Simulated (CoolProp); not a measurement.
Vapour-liquid equilibrium of R13 (1) + isobutane (2) at 222.4 K; x and y are mole fractions of (1).

Computed with CoolProp (multi-fluid Helmholtz-energy mixture model, Platzer 1990 and Bücker 2006; pair parameters Bell 2016). This equation is an older, rougher fit; its heat capacities, sound speeds and derivatives of the liquid may be far off and weren't checked against measurements.

| x | bubble pressure, mixture model (MPa) | bubble pressure, Raoult's law (MPa) | y, mixture model | y, Raoult's law |
|---|---|---|---|---|
| 0.05 | 0.05284 | 0.03563 | 0.704 | 0.571 |
| 0.2 | 0.1409 | 0.09423 | 0.899 | 0.863 |
| 0.35 | 0.2039 | 0.1528 | 0.938 | 0.932 |
| 0.5 | 0.2519 | 0.2114 | 0.956 | 0.962 |
| 0.65 | 0.2938 | 0.2700 | 0.968 | 0.979 |
| 0.8 | 0.3366 | 0.3286 | 0.981 | 0.990 |
| 0.95 | 0.3871 | 0.3872 | 0.994 | 0.998 |

The largest gap from Raoult's law is +49.5 % in bubble pressure, at x = 0.2. No azeotrope shows between x = 0.05 and 0.95.

Pair parameters are fitted to limited data, so mixtures are less certain than the pure fluids.
